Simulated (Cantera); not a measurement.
Input (Python, Cantera) and output of one run.

```python
import numpy as np
import cantera as ct

gas_names = [...]  # 130 gases of nasa_gas.yaml made of C, H, Mg, O, S
cond_names = """
    C(gr) C6H6(L) C7H8(L) C8H18(L),n-octa H2O(s) H2O(L) H2SO4(L) Mg(cr) Mg(L) MgCO3(s) MgO(s) MgO(L)
    MgO2H2(s) MgS(s) MgSO4(s) MgSO4(L) S(cr1) S(cr2) S(L)
""".split()


# ... load() reads the species with a 1 bar reference pressure and builds the phases ...
atoms = {
    'MgSO4': {'Mg': 1, 'S': 1, 'O': 4},
    'H2': {'H': 2},
    'CO2': {'C': 1, 'O': 2},
    'C': {'C': 1},
}
top_T = {'C(gr)': 4500, 'MgS(s)': 2250}  # K; cautious upper limits of use, not melting points


# ... equilibrate(T, P, feed) seeds the gas with the atoms and calls Mixture.equilibrate('TP', solver="vcs", rtol=1e-11, max_steps=5000) ...
results = []
feed = {'MgSO4': 1, 'H2': 0.054, 'CO2': 0.019, 'C': 0.31}  # mol
P = 133.322  # Pa
for T in [1325, 1375, 1425, 1475, 1525, 1575, 1625, 1675, 1725]:
    mix = equilibrate(T, P, feed)
    results.append((T, P, feed, dict(zip(mix.species_names, mix.species_moles))))

top = {s: max(r[3][s] / sum(r[3][g] for g in gas_names) for r in results) for s in gas_names}
cols = sorted((s for s in top if top[s] > 1e-06), key=lambda s: -top[s])[:8]
seen = [c for c in cond_names if any(r[3].get(c, 0) > 1e-12 for r in results)]
print("log10 of partial pressures in bar; condensed amounts in mol")
print(f"{'T/K':>10s}" + "".join(f"{s[:9]:>10s}" for s in cols + seen))
for T, P, feed, n in results:
    ng = sum(n[g] for g in gas_names)
    print(f"{T:10.4g}" + "".join(f"{np.log10(max(n[s] / ng * P / 1e5, 1e-99)):10.3f}" for s in cols)
          + "".join(f"{n.get(c, 0):10.4g}" for c in seen))
```

It prints:

```
log10 of partial pressures in bar; condensed amounts in mol
       T/K       SO2       CO2        O2       H2O        CO        OH       SO3         O    MgO(s)
      1325    -3.065    -3.547    -3.854    -4.332    -8.222    -7.315    -5.978    -8.487         1
      1375    -3.065    -3.547    -3.853    -4.332    -7.819    -7.082    -6.115    -8.123         1
      1425    -3.065    -3.547    -3.853    -4.333    -7.445    -6.865    -6.243    -7.784         1
      1475    -3.065    -3.547    -3.853    -4.333    -7.097    -6.663    -6.362    -7.468         1
      1525    -3.065    -3.547    -3.853    -4.334    -6.771    -6.474    -6.473    -7.173         1
      1575    -3.065    -3.548    -3.853    -4.335    -6.467    -6.298    -6.576    -6.897         1
      1625    -3.065    -3.548    -3.852    -4.336    -6.182    -6.132    -6.673    -6.637         1
      1675    -3.065    -3.549    -3.852    -4.338    -5.915    -5.977    -6.764    -6.392         1
      1725    -3.065    -3.551    -3.851    -4.341    -5.665    -5.830    -6.850    -6.162         1
```

Equilibrium computed with Cantera from the NASA thermochemical tables; the gas is ideal and each condensed phase is pure.
